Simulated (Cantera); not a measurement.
# Thermodynamics of boron, boron nitride and boron oxide, feed BCl3 + H2

Input: 1 mol BCl3, a varied amount of H2, held at 1425 K and 51.0 Pa.

These are equilibrium values from Cantera (NASA tables, ideal gas, pure condensed phases), not measurements of a reactor. Candidate condensed phases: B; 13 gas species. The tables' values for BCl, BCl2 are old estimates; treat these amounts as uncertain. Gases not in the tables: BHCl2. Kinetics and transport are ignored.

| n(H2) (mol) | log p H2 | log p HCl | log p BCl3 | log p BCl | log p BCl2 | log p H | log p Cl | log p BH2 | n B(s) |
|---|---|---|---|---|---|---|---|---|---|
| 2.2 | -3.75 | -3.56 | -4.30 | -5.74 | -5.82 | -7.04 | -6.94 | -9.11 | 0.627 |
| 2.8 | -3.68 | -3.58 | -4.47 | -5.80 | -5.94 | -7.00 | -7.00 | -9.04 | 0.703 |
| 3.5 | -3.62 | -3.61 | -4.66 | -5.86 | -6.07 | -6.97 | -7.06 | -8.98 | 0.769 |
| 4.5 | -3.56 | -3.66 | -4.90 | -5.94 | -6.22 | -6.94 | -7.14 | -8.92 | 0.832 |
| 5.7 | -3.51 | -3.72 | -5.14 | -6.02 | -6.39 | -6.92 | -7.22 | -8.87 | 0.880 |
| 7.3 | -3.46 | -3.79 | -5.42 | -6.11 | -6.57 | -6.90 | -7.31 | -8.82 | 0.917 |
| 9.3 | -3.43 | -3.87 | -5.71 | -6.21 | -6.76 | -6.88 | -7.41 | -8.79 | 0.942 |
| 12 | -3.40 | -3.96 | -6.02 | -6.32 | -6.97 | -6.87 | -7.51 | -8.76 | 0.959 |
| 15 | -3.38 | -4.04 | -6.30 | -6.41 | -7.16 | -6.86 | -7.61 | -8.74 | 0.969 |
| 19 | -3.36 | -4.13 | -6.60 | -6.51 | -7.36 | -6.85 | -7.71 | -8.72 | 0.976 |
| 25 | -3.34 | -4.24 | -6.96 | -6.63 | -7.60 | -6.84 | -7.82 | -8.70 | 0.981 |
| 31 | -3.33 | -4.33 | -7.23 | -6.72 | -7.78 | -6.83 | -7.92 | -8.69 | 0.983 |
| 40 | -3.33 | -4.44 | -7.56 | -6.83 | -8.00 | -6.83 | -8.03 | -8.69 | 0.985 |
log p: log10 of the partial pressure in bar; n: condensed amount in mol.

From 2.2 mol H2 to 40 mol H2 the condensed part is B(s). The share of B in condensed phases is highest at 40 mol H2 (98.5 %) and lowest at 2.2 mol H2 (62.7 %).
